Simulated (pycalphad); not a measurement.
Source of the numbers: pycalphad with the COST 507 light-alloy database (1999); pressure 1 atm. The data set is of 1999 and partly superseded. Amounts are mole fractions of atoms.

Task: Give the equilibrium state of Hf-52C (at.%) at 2327 °C.

Result: 
```
T = 2600.00 K, P = 101325 Pa, N = 1 mol of atoms
G = -228331 J/mol, H = -39889 J/mol, S = 72.48 J/(mol K)  (SER reference)
chemical potentials (J/mol): Hf -397128, C -72517
phase             fraction      x(Hf)       x(C)
FCC_A1              0.9571     0.5015     0.4985
GRAPHITE            0.0429       none     1.0000
```

FCC_A1 is fcc. An entry "none" or "no" means that the model of the phase leaves that element out. The fcc model also describes the rock-salt carbide or nitride (TiC, TiN, HfC).
